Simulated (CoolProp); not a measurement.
Vapour-liquid equilibrium of CHF3 (R23) (1) + sulfur hexafluoride (2) at 262.4 K; x and y are mole fractions of (1).

Values from CoolProp's multi-fluid Helmholtz-energy mixture model, Penoncello 2003 and Guder 2009; pair parameters Bell 2016.

| x | bubble pressure, mixture model (kPa) | bubble pressure, Raoult's law (kPa) | y, mixture model | y, Raoult's law |
|---|---|---|---|---|
| 0.05 | 1082 | 965.2 | 0.160 | 0.096 |
| 0.15 | (withheld) | 1058 | 0.340 | 0.262 |
| 0.25 | (withheld) | 1150 | 0.445 | 0.401 |
| 0.35 | 1622 | 1243 | 0.520 | 0.519 |
| 0.45 | (withheld) | 1336 | 0.582 | 0.622 |
| 0.55 | (withheld) | 1428 | 0.642 | 0.710 |
| 0.65 | 1844 | 1521 | 0.703 | 0.788 |
| 0.75 | 1879 | 1613 | 0.770 | 0.858 |
| 0.85 | (withheld) | 1706 | 0.848 | 0.919 |
| 0.95 | 1869 | 1798 | 0.943 | 0.974 |

### Question
Fill in the missing entries.

### Answer

- 0.15, bubble pressure, mixture model (kPa): 1327
- 0.25, bubble pressure, mixture model (kPa): 1498
- 0.45, bubble pressure, mixture model (kPa): 1717
- 0.55, bubble pressure, mixture model (kPa): 1790
- 0.85, bubble pressure, mixture model (kPa): 1889

The largest gap from Raoult's law is +30.5 % in bubble pressure, at x = 0.35. y crosses x between x = 0.75 and 0.85: the model has an azeotrope there.

Pair parameters are fitted to limited data, so mixtures are less certain than the pure fluids.
